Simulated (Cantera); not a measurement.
Input (Python, Cantera):

```python
import numpy as np
import cantera as ct

gas = ct.Solution("gri30.yaml")


def delay(T, t_max=10):
    gas.TPX = T, 380000, {'CO': 1, 'H2': 0.23, 'CH4': 0.13, 'O2': 1.43, 'N2': 5.39}
    reactor = ct.IdealGasReactor(gas, clone=False)
    net = ct.ReactorNet([reactor])
    net.rtol, net.atol = 1e-8, 1e-16
    while net.time < t_max:
        t_old, T_old = net.time, reactor.T
        net.step()
        if reactor.T > T + 400:  # ignition: a rise of 400 K
            return t_old + (T + 400 - T_old) / (reactor.T - T_old) * (net.time - t_old)
    return np.nan


taus = []
for T in [1025, 1075, 1125, 1175, 1225, 1275, 1325, 1375, 1425]:
    taus.append(delay(T))
    print(f"T0 = {T:6g} K   tau = {taus[-1]:.4e} s")
```

It prints:

```
T0 =   1025 K   tau = 2.2065e-03 s
T0 =   1075 K   tau = 6.8936e-04 s
T0 =   1125 K   tau = 2.8428e-04 s
T0 =   1175 K   tau = 1.4043e-04 s
T0 =   1225 K   tau = 7.9351e-05 s
T0 =   1275 K   tau = 4.9983e-05 s
T0 =   1325 K   tau = 3.4318e-05 s
T0 =   1375 K   tau = 2.5183e-05 s
T0 =   1425 K   tau = 1.9435e-05 s
```

Detailed kinetics in Cantera: GRI-Mech 3.0 (53 species, 325 reactions).
